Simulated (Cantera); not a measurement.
Input: 1 mol TEOS, 29 mol O₂, 4.3 mol H₂, at 1900 K and 0.930 bar.

These are equilibrium values from Cantera (NASA tables, ideal gas, pure condensed phases), not measurements of a reactor. Candidate condensed phases: C, C₆H₆, C₇H₈, C₈H₁₈, H₂O, Si, SiC, SiO₂; 123 gas species. The feed counts by its element totals alone. The tables hold silica as quartz up to 1696 K and as liquid above; real silica turns to tridymite and cristobalite and melts near 1996 K. Gases not in the tables: Si(OH)₄. The numbers say what is thermodynamically allowed, not how fast it happens.

Base state: O₂ 0.399, H₂O 0.383, CO₂ 0.215, OH 0.00286, O 0.000195, CO 0.000194, H₂ 8.19e-5 (mole fractions); condensed: SiO₂(condensed).

Task: What changes in the equilibrium state with this change: O₂ from 29 to 3 mol?

Result: 
```tsv
species	before	after
H₂	8.19e-5	0.636
CO	0.000194	0.357
SiO	3.19e-9	0.00327
O₂	0.399	<1e-9
H₂O	0.383	0.00289
CO₂	0.215	0.000386
O	0.000195	<1e-9
OH	0.00286	2.45e-7
H	7.45e-6	0.000656
SiO₂(condensed), mol	1.000	0.927
```

Task: What changes in the equilibrium state with this change: temperature from 1900 K to 1248 K?

Result: 
| species | before | after |
|---|---|---|
| O₂ | 0.399 | 0.400 |
| H₂O | 0.383 | 0.385 |
| CO₂ | 0.215 | 0.215 |
| OH | 0.00286 | 1.32e-5 |
| CO | 0.000194 | 1.83e-8 |
| O | 0.000195 | 4.36e-8 |
| H₂ | 8.19e-5 | 2.10e-8 |
| SiO₂(condensed), mol | 1.000 | 0 |
| SiO₂(β-quartz), mol | 0 | 1.00 |
